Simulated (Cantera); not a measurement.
A closed system holds: 1 mol SiF4, 0.027 mol HCl, 1300 mol H2, 0.74 mol C3H8, held at 0.00160 bar.

Cantera equilibrium calculation (NASA polynomials, part measured and part estimated; ideal gas, pure solids and liquids). Candidate condensed phases: C, C6H6, C7H8, C8H18, Si, SiC; 143 gas species. Equilibrium is a limit: real reactors are often held back by kinetics, nucleation or transport.

Question: What share of the Si ends up in condensed phases as a function of T (K), at 1098, 1248, 1398, 1548, 1698, 1848, 1998, 2148?

Answer: 
```json
[
 {"T (K)": "1098", "Si condensed (%)": "12.2", "as": "SiC(s)"},
 {"T (K)": "1248", "Si condensed (%)": "46.3", "as": "SiC(s)"},
 {"T (K)": "1398", "Si condensed (%)": "87.5", "as": "SiC(s)"},
 {"T (K)": "1548", "Si condensed (%)": "95.7", "as": "SiC(s)"},
 {"T (K)": "1698", "Si condensed (%)": "95.0", "as": "SiC(s)"},
 {"T (K)": "1848", "Si condensed (%)": "77.5", "as": "SiC(s)"},
 {"T (K)": "1998", "Si condensed (%)": "0.0", "as": "-"},
 {"T (K)": "2148", "Si condensed (%)": "0.0", "as": "-"}
]
```
